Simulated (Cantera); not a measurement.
Feed: 1 mol HMDSO, 3.3 mol O2, 5.4 mol N2, held at 0.128 Torr.

Method: chemical equilibrium by Gibbs-energy minimisation in Cantera with the NASA 1993 tables (ideal gas, pure condensed phases). Candidate condensed phases: C, C6H6, C7H8, C8H18, H2O, Si, SiC, SiO2, Si2N2O, Si3N4; 151 gas species. The feed counts by its element totals alone. N2 is the only nitrogen source here; it is nearly inert below about 1500 K, so the nitride shown seldom forms there in practice. Mutual solubility and eutectic melting of coexisting phases are not modelled. The tables hold silica as quartz up to 1696 K and as liquid above; real silica turns to tridymite and cristobalite and melts near 1996 K. Rates play no part.

What share of the Si ends up in condensed phases as a function of T (°C), at 752, 827, 902, 977, 1052, 1127, 1202, 1277, 1352, 1427, 1502, 1577, 1652?


```json
[
 {"T (°C)": "752", "Si condensed (%)": "100.0", "as": "SiO2(β-quartz)"},
 {"T (°C)": "827", "Si condensed (%)": "100.0", "as": "SiO2(β-quartz) + Si2N2O(s)"},
 {"T (°C)": "902", "Si condensed (%)": "100.0", "as": "SiO2(β-quartz) + Si2N2O(s)"},
 {"T (°C)": "977", "Si condensed (%)": "99.9", "as": "SiO2(β-quartz) + Si2N2O(s)"},
 {"T (°C)": "1052", "Si condensed (%)": "98.2", "as": "SiO2(β-quartz) + Si2N2O(s)"},
 {"T (°C)": "1127", "Si condensed (%)": "78.3", "as": "SiO2(β-quartz) + Si2N2O(s)"},
 {"T (°C)": "1202", "Si condensed (%)": "40.0", "as": "Si2N2O(s)"},
 {"T (°C)": "1277", "Si condensed (%)": "10.0", "as": "SiC(s)"},
 {"T (°C)": "1352", "Si condensed (%)": "9.9", "as": "SiC(s)"},
 {"T (°C)": "1427", "Si condensed (%)": "9.6", "as": "SiC(s)"},
 {"T (°C)": "1502", "Si condensed (%)": "8.6", "as": "SiC(s)"},
 {"T (°C)": "1577", "Si condensed (%)": "5.2", "as": "SiC(s)"},
 {"T (°C)": "1652", "Si condensed (%)": "0.0", "as": "-"}
]
```
